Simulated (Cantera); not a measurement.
Reactions in the system C-O-Pb

Cantera with NASA thermochemical tables; ideal gases at 1 bar, condensed phases pure. Values are per mole of reaction as written; species without (g) are pure solids or liquids, kept so even where they would boil at 1 bar.

2 Pb(g) + CO2(g) ⇌ 2 PbO + C

| T (K) | ΔH° (kJ) | ΔS° (J/K) | ΔG° (kJ) | log10 K | condensed phases |
|---|---|---|---|---|---|
| 300 | -435.7 | -426.0 | -307.9 | 53.60 | PbO(red), C(graphite) |
| 375 | -433.8 | -420.5 | -276.1 | 38.46 | PbO(red), C(graphite) |
| 575 | -427.1 | -406.2 | -193.5 | 17.58 | PbO(red), C(graphite) |
| 775 | -418.8 | -393.9 | -113.5 | 7.65 | PbO(yellow), C(graphite) |
| 975 | -411.1 | -385.1 | -35.6 | 1.91 | PbO(yellow), C(graphite) |
| 1175 | -351.2 | -332.9 | 39.9 | -1.77 | PbO(l), C(graphite) |
| 1375 | -340.4 | -324.3 | 105.6 | -4.01 | PbO(l), C(graphite) |
| 1575 | -329.8 | -317.2 | 169.7 | -5.63 | PbO(l), C(graphite) |
| 1775 | -319.9 | -311.2 | 232.5 | -6.84 | PbO(l), C(graphite) |
| 1975 | -310.5 | -306.2 | 294.3 | -7.78 | PbO(l), C(graphite) |
| 2175 | -301.8 | -302.0 | 355.1 | -8.53 | PbO(l), C(graphite) |
| 2375 | -293.8 | -298.5 | 415.1 | -9.13 | PbO(l), C(graphite) |
